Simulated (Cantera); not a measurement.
An isothermal, constant-pressure homogeneous reactor starts with 1.57 % H₂, 98.4 % O₂, equivalence ratio 0.0080, at 1350 K and 10.00 Torr.

Cantera simulation using the H2/O2 subset of GRI-Mech 3.0, which has no nitrogen chemistry; the numbers are that mechanism's predictions, not measurements. Radical loss at walls, strong at low pressure, is not modelled.

x: mole fraction; the columns are a selection and need not sum to one.

```csv
t (s),x H₂,x O₂,x OH,x H₂O,x H,x H₂O₂
5.00e-5,0.0157,0.984,5.12e-9,5.88e-10,4.11e-9,<1e-12
0.000264,0.0157,0.984,?,?,?,2.44e-11
0.00139,0.0157,0.984,?,?,?,5.77e-10
0.00734,9.77e-5,0.970,0.00183,0.0144,0.000743,1.97e-8
0.0387,8.42e-5,0.972,0.00171,0.0145,0.000603,1.90e-8
0.204,4.66e-5,0.977,0.00127,0.0150,0.000241,1.61e-8
1.08,8.07e-6,0.983,0.000532,0.0156,1.68e-5,7.75e-9
5.69,5.74e-7,0.984,0.000142,0.0158,3.16e-7,1.49e-9
30.0,5.34e-8,0.984,4.34e-5,0.0159,8.99e-9,2.29e-10
```

Task: Fill in the missing entries.

Result: 
- 0.000264, x OH: 6.04e-8
- 0.000264, x H₂O: 3.75e-8
- 0.000264, x H: 1.42e-8
- 0.00139, x OH: 1.03e-5
- 0.00139, x H₂O: 1.44e-5
- 0.00139, x H: 1.85e-6
